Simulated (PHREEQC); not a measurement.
Dissolve 0.12 mol/kgw NH4HF2, 0.0012 mol/kgw (NH4)2SiF6, 3.5e-05 mol/kgw HBF4 and 0.02 mol/kgw (NH4)2HPO4 at 20 °C. Closed to the air; pH follows from the charge balance.

Equilibrium calculation in PHREEQC: ion-association model, wateq4f.dat.

```
Property                   Value
-----------------  -------------
pH                          3.31
ionic strength     0.164 mol/kgw
activity of water          0.993
total alkalinity     -105 meq/kg
```

```csv
species,molality,activity,log γ
NH4+,0.162,0.123,-0.121
F-,0.117,0.0848,-0.140
HF,0.0547,0.0568,0.016
HF2-,0.0245,0.0177,-0.140
H2PO4-,0.0191,0.0145,-0.119
H2F2,0.00967,0.0100,0.016
SiF6-2,0.00120,0.000386,-0.493
H3PO4,0.000943,0.000979,0.016
H+,0.000605,0.000488,-0.093
```

This is a speciation only: nothing precipitates in the calculation. wateq4f.dat counts part of the HF as a dimer, H2F2, which phreeqc.dat doesn't know; its constant is uncertain. H3PO4, which wateq4f.dat lacks, is added to it with the constant of phreeqc.dat. SiF6-2 is the database's only silicon fluoride. Real BF4- forms and hydrolyses slowly; the run takes it at equilibrium.
